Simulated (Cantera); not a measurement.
Equilibrium for carbothermic reduction: Cu₂O + CH₄ + CO

Input: 1 mol Cu₂O, 0.35 mol CH₄, 0.024 mol CO.

These are equilibrium values from Cantera (NASA tables, ideal gas, pure condensed phases), not measurements of a reactor. Candidate condensed phases: C, C₆H₆, C₇H₈, C₈H₁₈, Cu, CuO, Cu(OH)₂, Cu₂O, H₂O; 113 gas species. The numbers say what is thermodynamically allowed, not how fast it happens.

Q: Map the stable condensed phases over T = 1502, 1552, 1602, 1652, 1702, 1752, 1802, 1852, 1902, 1952, 2002, 2052 °C and P in Pa = 10, 32, 100, 320, 1000, 3200, 10000, 32000, 100000, 320000, 1000000.

A: 
```
T in °C \ P in Pa
              10      32     100     320    1000    3200   10000   32000  100000  320000 1000000
   2052        A       A       A       A       A       A       B       B       B       B       B
   2002        A       A       A       A       A       A       B       B       B       B       B
   1952        A       A       A       A       A       A       B       B       B       B       B
   1902        A       A       A       A       A       B       B       B       B       B       B
   1852        A       A       A       A       A       B       B       B       B       B       B
   1802        A       A       A       A       A       B       B       B       B       B       B
   1752        A       A       A       A       B       B       B       B       B       B       B
   1702        A       A       A       A       B       B       B       B       B       B       B
   1652        A       A       A       A       B       B       B       B       B       B       B
   1602        A       A       A       B       B       B       B       B       B       B       B
   1552        A       A       A       B       B       B       B       B       B       B       B
   1502        A       A       B       B       B       B       B       B       B       B       B
```
A: gas only; B: Cu.
